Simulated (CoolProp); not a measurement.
Vapour-liquid equilibrium of acetone (1) + toluene (2) at 405.2 K; x and y are mole fractions of (1).

The numbers come from the multi-fluid Helmholtz-energy mixture model, Lemmon 2006 and Lemmon 2006; pair parameters Bell 2016 in CoolProp.

**Question.** Give the bubble pressure and the first vapour's composition at x = 0.5, 0.65, 0.95. Is there an azeotrope?

**Answer.** x = 0.5: 0.5163 MPa, y = 0.779; x = 0.65: 0.5964 MPa, y = 0.853; x = 0.95: 0.7611 MPa, y = 0.980. No azeotrope shows between x = 0.05 and 0.95.

The pair parameters rest on a limited set of measurements; away from them the model extrapolates.
